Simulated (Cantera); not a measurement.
# (CH₃)₂SiCl₂ + C₂H₂ + H₂ (silicon carbide growth)

A closed system holds: 1 mol (CH₃)₂SiCl₂, 0.58 mol C₂H₂, 56 mol H₂, held at 0.00890 bar.

Equilibrium computed with Cantera from the NASA thermochemical tables; the gas is ideal and each condensed phase is pure. Candidate condensed phases: C, C₆H₆, C₇H₈, C₈H₁₈, Si, SiC; 109 gas species. The feed counts by its element totals alone. The tables' values for SiCl are old estimates; treat these amounts as uncertain. Gases not in the tables: Si₂H₆ and higher silanes. The numbers say what is thermodynamically allowed, not how fast it happens.

```tsv
T (K)	x H₂	x H	x HCl	x Si	x C₂H₂ (acetylene)	x Cl	x SiC₂	x Si₂C	n C(graphite)	n SiC(s)
1375	0.967	3.57e-5	0.0330	1.97e-10	1.72e-6	1.01e-6	<1e-12	<1e-12	2.16	0.999
1475	0.967	0.000135	0.0330	4.26e-9	6.45e-6	3.73e-6	5.99e-12	5.32e-12	2.16	0.999
1575	0.967	0.000433	0.0329	6.21e-8	2.04e-5	1.17e-5	2.00e-10	1.66e-10	2.16	0.998
1675	0.966	0.00121	0.0329	6.56e-7	5.61e-5	3.21e-5	4.35e-9	3.40e-9	2.16	0.997
1775	0.964	0.00301	0.0327	5.29e-6	0.000137	7.86e-5	6.65e-8	4.91e-8	2.15	0.995
1875	0.960	0.00681	0.0325	3.41e-5	0.000304	0.000175	7.55e-7	5.30e-7	2.13	0.991
1975	0.952	0.0142	0.0321	0.000181	0.000618	0.000357	6.67e-6	4.47e-6	2.11	0.978
2075	0.938	0.0273	0.0315	0.000820	0.00116	0.000677	4.75e-5	3.05e-5	2.08	0.926
2175	0.913	0.0494	0.0303	0.00322	0.00204	0.00120	0.000281	0.000173	2.13	0.729
2275	0.868	0.0838	0.0284	0.0112	0.00331	0.00198	0.00142	0.000842	2.48	0.0169
```
x: gas mole fraction; n: condensed amount in mol.

From 1375 K to 2275 K the condensed part is C(graphite) + SiC(s). The main Si-bearing gas is SiCl₂ at 1375 K and Si at 2275 K.
